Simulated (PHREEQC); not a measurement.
Make-up at 20 °C: 180 mmol/kgw BaCl2. Closed to the air; pH follows from the charge balance.

All values are PHREEQC results (ion-association model, phreeqc.dat), not measurements.

| quantity | before | after |
|---|---|---|
| pH | 7.01 | 5.50 |
| ionic strength (mol/kgw) | 0.540 | 0.506 |

Q: Which change was made?
A. diluted 100-fold with water
B. 0.034 mol/kgw KOH added
C. 0.046 mol/kgw KCl added
D. BaCl2 replaced by FeCl2 at the same molality
E. 0.0088 mol/kgw NaOH added

A: D, BaCl2 replaced by FeCl2 at the same molality

Precipitation was switched off in this run.
